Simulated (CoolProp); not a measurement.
Vapour-liquid equilibrium of propane (1) + R114 (2) at 1.14 MPa; x and y are mole fractions of (1).

Model: multi-fluid Helmholtz-energy mixture model, Lemmon 2009 and Platzer 1990; pair parameters Bell 2016, in CoolProp. This equation is an older, rougher fit; its heat capacities, sound speeds and derivatives of the liquid may be far off and weren't checked against measurements.

| x | bubble temperature (K) | y at the bubble point | dew temperature at overall composition x (K) | liquid density (mol/L) |
|---|---|---|---|---|
| 0.05 | 356.9 | 0.129 | 360.3 | 7.344 |
| 0.125 | 349.3 | 0.292 | 357.1 | 7.629 |
| 0.2 | 342.6 | 0.422 | 353.6 | 7.902 |
| 0.275 | 336.9 | 0.526 | 350.1 | 8.165 |
| 0.35 | 331.9 | 0.610 | 346.4 | 8.422 |
| 0.425 | 327.6 | 0.679 | 342.5 | 8.676 |
| 0.5 | 323.8 | 0.737 | 338.4 | 8.932 |
| 0.575 | 320.3 | 0.787 | 334.1 | 9.192 |
| 0.65 | 317.3 | 0.831 | 329.5 | 9.459 |
| 0.725 | 314.4 | 0.871 | 324.6 | 9.738 |
| 0.8 | 311.8 | 0.908 | 319.4 | 10.03 |
| 0.875 | 309.3 | 0.943 | 314.1 | 10.34 |
| 0.95 | 306.9 | 0.978 | 308.8 | 10.67 |

No azeotrope shows between x = 0.05 and 0.95.

Pair parameters are fitted to limited data, so mixtures are less certain than the pure fluids.
